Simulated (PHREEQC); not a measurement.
**Polishing slurry liquid: an equilibrium model**

Dissolve 0.28 mol/kgw KOH, 0.00073 mol/kgw KNO3 and 0.0001 mol/kgw CO2 at 25 °C. Closed to the air; pH follows from the charge balance.

Model: ion-association model, wateq4f.dat, run in PHREEQC.

Each row changes one thing in this solution. Precipitation was switched off in this run.

| case | pH | ionic strength (mol/kgw) | HCO3- (mol/kgw) |
|---|---|---|---|
| as made | 13.28 | 0.281 | 4.25e-8 |
| KOH replaced by K3PO4 at the same molality | 12.26 | (withheld) | 2.96e-7 |
| KNO3 left out | 13.28 | 0.280 | 4.25e-8 |
| temperature from 25 to 35 °C | (withheld) | 0.281 | 7.24e-8 |
| 0.012 mol/kgw HNO3 added | 13.26 | 0.281 | 4.44e-8 |
| temperature from 25 to 40 °C | (withheld) | 0.281 | 9.36e-8 |

**Question.** Complete the blanks.

**Answer.** 
- KOH replaced by K3PO4 at the same molality, ionic strength (mol/kgw): 1.60
- temperature from 25 to 35 °C, pH: 12.97
- temperature from 25 to 40 °C, pH: 12.82

The ionic strength passes 0.7 mol/kgw, the rough limit of the ion-association models, in KOH replaced by K3PO4 at the same molality. Species that the database lacks are ignored. H3PO4, which wateq4f.dat lacks, is added to it with the constant of phreeqc.dat. Away from 25 °C the constants follow the database's enthalpies or fits; those with neither stay at their 25 °C values.
